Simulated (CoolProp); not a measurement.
A single-stage vapour-compression cycle with R125: evaporating at 223.15 K (dew point), condensing at 264.15 K (bubble point), superheat 10 K, subcooling 2 K, compressor efficiency 0.9, no pressure losses. Each further row changes one setting.

Computed with CoolProp (reference Helmholtz-energy equation of state, Lemmon 2005).

```csv
case,cooling COP,pressure ratio,discharge temperature (K),refrigerating effect (kJ/kg),volumetric capacity (kJ/m³)
as stated,4.07,5.42,283.0,127,750
evaporating temperature 228.15 K,4.86,4.24,281.3,130,?
condensing temperature 259.15 K,?,4.55,277.5,133,785
subcooling 7 K,?,5.42,283.0,133,785
superheat 20 K,4.10,5.42,?,134,755
compressor efficiency 0.8,3.62,5.42,?,127,750
```

Question: Fill in the missing entries.

Answer: 
- evaporating temperature 228.15 K, volumetric capacity (kJ/m³): 965
- condensing temperature 259.15 K, cooling COP: 4.78
- subcooling 7 K, cooling COP: 4.27
- superheat 20 K, discharge temperature (K): 293.3
- compressor efficiency 0.8, discharge temperature (K): 287.6
